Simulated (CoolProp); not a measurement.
2000 sccm (0 °C, 1 atm) of nitrogen bubbles through liquid propylene glycol at 343.9 K and leaves saturated at a total pressure of 0.0082 MPa (ideal gas phase). Each further row changes one setting.

Model: reference Helmholtz-energy equation of state, Eisenbach 2021, in CoolProp.

| case | vapour pressure (kPa) | mole fraction of vapour | delivery (mg/min) | delivery (sccm) | change of delivery for a bath 1 K warmer (%) |
|---|---|---|---|---|---|
| as stated | 0.555 | 0.0677 | ___ | 145 | 7.0 |
| bath temperature 348.9 K | 0.757 | 0.0924 | 691 | ___ | 7.0 |
| total pressure 0.0164 MPa | 0.555 | 0.0338 | ___ | 70.0 | 6.8 |

### Question
Fill in the missing entries.

### Answer

- as stated, delivery (mg/min): 493
- bath temperature 348.9 K, delivery (sccm): 204
- total pressure 0.0164 MPa, delivery (mg/min): 238
